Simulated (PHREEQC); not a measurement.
# Buffer (model solution)

Solution (41 °C): 0.027 mol HF, 0.0018 mol Na2CO3 and 0.0002 mol KCl per kg of water. Closed to the air; pH follows from the charge balance.

Computed with PHREEQC (ion-association model, wateq4f.dat).

No solid was allowed to form.

### Question
What pH does the model give?

### Answer
pH 2.70.

### Question
In which forms is F present?

### Answer
HF 73 %, F- 20 %, H2F2 4.1 %, HF2- 3.3 % of the F.

Species that the database lacks are ignored. Away from 25 °C the constants follow the database's enthalpies or fits; those with neither stay at their 25 °C values.
